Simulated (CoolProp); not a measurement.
Vapour-liquid equilibrium of n-heptane (1) + ethylbenzene (2) at 326.4 K; x and y are mole fractions of (1).

Values from CoolProp's multi-fluid Helmholtz-energy mixture model, Span 2003 and Zhou 2012; pair parameters Bell 2016.

```tsv
x	bubble pressure (MPa)	y at the bubble point	dew pressure at overall composition x (MPa)	liquid density (mol/L)
0.05	[?]	0.227	0.005699	7.810
0.2	[?]	0.551	0.006549	[?]
0.35	0.01256	0.701	0.007684	7.363
0.5	0.01481	0.794	0.009262	7.156
0.65	[?]	0.865	[?]	6.959
0.8	[?]	[?]	0.01497	6.773
0.95	[?]	0.981	0.01974	6.596
```

**Question.** Complete the blanks.

**Answer.** 
- 0.05, bubble pressure (MPa): 0.006728
- 0.2, bubble pressure (MPa): 0.009948
- 0.2, liquid density (mol/L): 7.581
- 0.65, bubble pressure (MPa): 0.01687
- 0.65, dew pressure at overall composition x (MPa): 0.01156
- 0.8, bubble pressure (MPa): 0.01886
- 0.8, y at the bubble point: 0.925
- 0.95, bubble pressure (MPa): 0.02086

No azeotrope shows between x = 0.05 and 0.95.

The pair parameters rest on a limited set of measurements; away from them the model extrapolates.
